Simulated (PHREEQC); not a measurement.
**Arsenic or selenium liquor**

Consider water at 25 °C with 0.052 mol Na2SeO3, 0.11 mol H2SO4 and 0.00012 mol FeCl3 per kg of water. Closed to the air; pH follows from the charge balance.

All values are PHREEQC results (ion-association model, wateq4f.dat), not measurements.

No solid was allowed to form.

**Question.** What pH, ionic strength does the model give?

**Answer.** pH 1.37; ionic strength 0.191 mol/kgw.

**Question.** In which forms is Na present?

**Answer.** Na+ 95 %, NaSO4- 5.4 % of the Na.
